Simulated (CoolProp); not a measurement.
Vapour-liquid equilibrium of R125 (1) + R245fa (2) at 0.134 MPa; x and y are mole fractions of (1).

Model: multi-fluid Helmholtz-energy mixture model, Lemmon 2005 and Akasaka 2015; pair parameters Bell 2016, in CoolProp.

Question: Give the bubble temperature and the first vapour's composition at x = 0.05, 0.55, 0.65. Is there an azeotrope?

Answer: x = 0.05: 11.5 °C, y = 0.364; x = 0.55: -29.8 °C, y = 0.956; x = 0.65: -33.2 °C, y = 0.971. No azeotrope shows between x = 0.05 and 0.95.

The pair parameters rest on a limited set of measurements; away from them the model extrapolates.
